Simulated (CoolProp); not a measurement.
Vapour-liquid equilibrium of R113 (1) + ethanol (2) at 397.7 K; x and y are mole fractions of (1).

Model: multi-fluid Helmholtz-energy mixture model, Marx 1992 and Schroeder 2014; pair parameters Bell 2016, in CoolProp.

**Question.** Give the bubble pressure and the first vapour's composition at x = 0.05, 0.275, 0.65. Is there an azeotrope?

**Answer.** x = 0.05: 0.6359 MPa, y = 0.245; x = 0.275: 0.8979 MPa, y = 0.517; x = 0.65: 0.9494 MPa, y = 0.626. y crosses x between x = 0.575 and 0.65: the model has an azeotrope there.

Pair parameters are fitted to limited data, so mixtures are less certain than the pure fluids. With so large a gap from Raoult's law the liquid may split in two, which this calculation doesn't test in full.
